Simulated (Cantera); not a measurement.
An isothermal, constant-pressure homogeneous reactor starts with 9.43 % NO, 90.6 % N2, at 1748 K and 0.987 atm.

Model: GRI-Mech 3.0 (53 species, 325 reactions), integrated in Cantera.

Predict: x(NO) at 5.00 s; x(NO2) at 5.00 s; x(N2O) at 5.00 s; x(O2) at 5.00 s; x(N2) at 5.00 s; x(O) at 5.00 s.


- x(NO) at 5.00 s: 0.0817 (gas-phase equilibrium 0.00180)
- x(NO2) at 5.00 s: 4.19e-5 (gas-phase equilibrium 2.36e-6)
- x(N2O) at 5.00 s: 2.77e-6 (gas-phase equilibrium 1.14e-7)
- x(O2) at 5.00 s: 0.00626 (gas-phase equilibrium 0.0463)
- x(N2) at 5.00 s: 0.912 (gas-phase equilibrium 0.952)
- x(O) at 5.00 s: 6.28e-6 (gas-phase equilibrium 1.59e-5)
